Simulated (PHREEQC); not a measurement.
A solution holds 0.03 mol H2SO4, 0.22 mol NaCl and 0.00012 mol MgCl2 per kg of water, at 20 °C. Closed to the air; pH follows from the charge balance.

Computed with PHREEQC (ion-association model, wateq4f.dat).

- pH = 1.44
- ionic strength = 0.275 mol/kgw
- activity of water = 0.991
- total alkalinity = -60.0 meq/kg

```json
[
 {"species": "Cl-", "molality": "0.220", "activity": "0.152", "log γ": "-0.161"},
 {"species": "Na+", "molality": "0.217", "activity": "0.158", "log γ": "-0.137"},
 {"species": "H+", "molality": "0.0457", "activity": "0.0360", "log γ": "-0.104"},
 {"species": "HSO4-", "molality": "0.0143", "activity": "0.0101", "log γ": "-0.150"},
 {"species": "SO4-2", "molality": "0.0123", "activity": "0.00322", "log γ": "-0.582"},
 {"species": "NaSO4-", "molality": "0.00340", "activity": "0.00247", "log γ": "-0.138"},
 {"species": "Mg+2", "molality": "9.99e-5", "activity": "3.23e-5", "log γ": "-0.490"},
 {"species": "MgSO4", "molality": "2.01e-5", "activity": "2.14e-5", "log γ": "0.027"}
]
```

No solid was allowed to form. Complexes and solids missing from the database can't appear.
